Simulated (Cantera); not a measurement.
Transport properties of process gases

Gas mixture: 100 % O2, at 0.00720 bar, frozen composition.

Cantera's kinetic-theory transport with the Lennard-Jones parameters of GRI-Mech 3.0, ideal gas; thermal conductivity in the multicomponent form.

| T (K) | ρ (kg/m³) | cp (J/kg/K) | μ (µPa s) | λ (mW/m/K) | Pr | D (cm²/s) NO | D (cm²/s) H2 | D (cm²/s) CH3 |
|---|---|---|---|---|---|---|---|---|
| 400 | 0.00693 | 941.4 | 25.6 | 33.9 | 0.712 | 47.7 | 185 | 53.3 |
| 600 | 0.00462 | 1003 | 34.1 | 48.1 | 0.710 | 95.5 | 366 | 107 |
| 800 | 0.00346 | 1055 | 41.4 | 61.5 | 0.710 | 155 | 591 | 175 |
| 1000 | 0.00277 | 1090 | 47.9 | 73.7 | 0.709 | 225 | 856 | 255 |
| 1200 | 0.00231 | 1114 | 54.0 | 84.9 | 0.708 | 305 | 1160 | 346 |
| 1400 | 0.00198 | 1134 | 59.7 | 95.6 | 0.708 | 394 | 1490 | 447 |
| 1600 | 0.00173 | 1151 | 65.1 | 106 | 0.708 | 492 | 1860 | 558 |
| 1800 | 0.00154 | 1167 | 70.2 | 116 | 0.707 | 598 | 2270 | 679 |
| 2000 | 0.00139 | 1181 | 75.2 | 126 | 0.707 | 712 | 2700 | 808 |
D: mixture-averaged diffusion coefficient of that species in the mixture.
